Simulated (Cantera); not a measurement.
Charge: 1 mol Si₃N₄, 4.2 mol H₂O, 88 mol H₂, 0.97 mol Cl₂, at 1600 K.

Equilibrium computed with Cantera from the NASA thermochemical tables; the gas is ideal and each condensed phase is pure. Candidate condensed phases: H₂O, NH₄Cl, Si, SiO₂, Si₂N₂O, Si₃N₄; 47 gas species. Mutual solubility and eutectic melting of coexisting phases are not modelled. The tables hold silica as quartz up to 1696 K and as liquid above; real silica turns to tridymite and cristobalite and melts near 1996 K. Equilibrium is a limit: real reactors are often held back by kinetics, nucleation or transport.

Which condensed phases are stable at each of these points (P (Pa)): 1, 6.80, 46, 320, 2200, 15000, 100000?


```
P (Pa)            condensed phases  Si condensed (%)
------  --------------------------  ----------------
1                         gas only               0.0
6.80                SiO₂(β-quartz)               2.1
46                  SiO₂(β-quartz)              31.9
320                 SiO₂(β-quartz)              38.7
2200    SiO₂(β-quartz) + Si₂N₂O(s)              47.2
15000   SiO₂(β-quartz) + Si₂N₂O(s)              95.6
100000  SiO₂(β-quartz) + Si₂N₂O(s)              99.6
```

At 1.00 Pa nothing is condensed. From 6.80 Pa to 320 Pa the condensed part is SiO₂(β-quartz). From 2200 Pa to 100000 Pa the condensed part is SiO₂(β-quartz) + Si₂N₂O(s).
